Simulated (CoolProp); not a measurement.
Vapour-liquid equilibrium of R134a (1) + R124 (2) at 22.45 °C; x and y are mole fractions of (1).

Values from CoolProp's multi-fluid Helmholtz-energy mixture model, Tillner-Roth 1994 and de Vries 1995; pair parameters Bell 2016.

**Question.** Give the bubble pressure and the first vapour's composition at x = 0.05, 0.5, 0.8. Is there an azeotrope?

**Answer.** x = 0.05: 370.1 kPa, y = 0.088; x = 0.5: 502.0 kPa, y = 0.619; x = 0.8: 574.0 kPa, y = 0.855. No azeotrope shows between x = 0.05 and 0.95.

The pair parameters rest on a limited set of measurements; away from them the model extrapolates.
